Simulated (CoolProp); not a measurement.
Sulfur dioxide along the isobar 6.03 MPa: density (kg/m³) from the reference equation and from simpler models built on Tc = 157.5 °C, pc = 7.887 MPa, ω = 0.256; each cubic takes its own stable root.

Model: reference Helmholtz-energy equation of state, Gao 2016, in CoolProp.

```csv
T (°C),phase,reference,van der Waals,Redlich-Kwong,Soave-Redlich-Kwong,Peng-Robinson
-34.85,liquid,1533,908.5,1335,1367,1539
-5.85,liquid,1460,872.4,1272,1310,1477
23.25,liquid,1384,832.0,1200,1243,1404
52.25,liquid,1301,785.9,1117,1163,1316
81.25,liquid,1207,730.4,1019,1066,1207
110.25,liquid,1090,656.2,894.1,938.3,1061
139.25,liquid,896.1,178.9,199.2,724.9,815.4
168.25,gas,151.5,145.5,150.4,149.2,154.6
197.35,gas,126.9,126.6,128.2,125.8,129.7
226.35,gas,112.0,113.6,113.8,111.2,114.1
```

At some of these states van der Waals, Redlich-Kwong gives the other phase, because its saturation line lies elsewhere.
